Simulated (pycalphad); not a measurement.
**Effect of C content in Hf-C**

All values are pycalphad results on the COST 507 light-alloy database (1999) (1 atm), not direct measurements. The database dates from 1999; later assessments differ in places, in temperatures and in the compounds included. Amounts are mole fractions of atoms. Kinetics are ignored, which matters at the lower temperatures.

Task: One of these alloys has its liquidus at 2216 °C, its solidus at 2206 °C, and holds HCP_A3 1.00 at 527 °C. Which?
A. Hf-0.03788C (wt.%)
B. Hf-0.1149C (wt.%)
C. Hf-0.02837C (wt.%)
D. Hf-0.01889C (wt.%)
E. Hf-0.154C (wt.%)

Result: B, Hf-0.1149C (wt.%). The others: Hf-0.01889C (wt.%), liquidus 2228, solidus 2215; Hf-0.02837C (wt.%), liquidus 2226, solidus 2209; Hf-0.03788C (wt.%), liquidus 2223, solidus 2206; Hf-0.154C (wt.%), liquidus 2234, solidus 2206

HCP_A3 is hcp.
